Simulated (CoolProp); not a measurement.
Properties of R123 along the isobar 5.68 MPa.

Computed with CoolProp (reference Helmholtz-energy equation of state, Younglove 1994). It is a modified Benedict-Webb-Rubin equation, recast in Helmholtz form.

| T (°C) | phase | cp (kJ/(kg K)) | cv (kJ/(kg K)) | speed of sound (m/s) | expansivity (1/kK) |
|---|---|---|---|---|---|
| 58.45 | liquid | 1.046 | 0.7375 | 618.7 | 1.856 |
| 71.35 | liquid | 1.062 | 0.7483 | 576.0 | 1.972 |
| 84.35 | liquid | 1.079 | 0.7592 | 533.7 | 2.112 |
| 97.35 | liquid | 1.098 | 0.7702 | 491.8 | 2.285 |
| 110.25 | liquid | 1.121 | 0.7812 | 450.5 | 2.501 |
| 123.25 | liquid | 1.147 | 0.7927 | 408.9 | 2.784 |
| 136.15 | liquid | 1.181 | 0.8044 | 367.3 | 3.164 |
| 149.15 | liquid | 1.225 | 0.8170 | 324.7 | 3.706 |
| 162.05 | liquid | 1.286 | 0.8307 | 281.4 | 4.522 |
| 175.05 | liquid | 1.380 | 0.8464 | 236.1 | 5.903 |
| 187.95 | supercritical | 1.547 | 0.8654 | 188.7 | 8.619 |
| 200.95 | supercritical | 1.918 | 0.8911 | 139.5 | 15.48 |
| 213.85 | supercritical | 2.314 | 0.9161 | 107.9 | 24.95 |
| 226.85 | supercritical | 1.863 | 0.9107 | 108.0 | 18.28 |
